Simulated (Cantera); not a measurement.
Ignition delay

Mixture: 4.70 % CO, 6.11 % H2, 0.371 % CH4, 13.7 % O2, 75.2 % N2, equivalence ratio 0.45, at 1.01 bar, adiabatic and at constant pressure. Ignition delay is the time to a rise of 400 K.

Detailed kinetics in Cantera: GRI-Mech 3.0 (53 species, 325 reactions). Where the delays flatten at high temperature, the 400 K rule measures the pace of heat release, not the induction time.

```
T0 (K)  delay (ms)
------  ----------
1225         0.108
1300        0.0898
1375        0.0813
1450        0.0784
1525        0.0794
1600        0.0836
```
